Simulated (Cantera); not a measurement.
Feed: 1 mol MgO, 11 mol F2, 6.4 mol O2, equilibrated at 823 K and 14.0 Pa.

These are equilibrium values from Cantera (NASA tables, ideal gas, pure condensed phases), not measurements of a reactor. Candidate condensed phases: Mg, MgF2, MgO; 14 gas species. Equilibrium is a limit: real reactors are often held back by kinetics, nucleation or transport.

Base state: F 0.466, O2 0.313, F2 0.221 (mole fractions); condensed: MgF2(s).

What changes in the equilibrium state with this change: temperature from 823 K to 1450 K?


```tsv
species	before	after
F	0.466	0.717
O2	0.313	0.247
MgF2	<1e-9	0.0358
F2	0.221	1.54e-5
O	<1e-9	8.44e-5
MgF2(s), mol	1.00	0
```
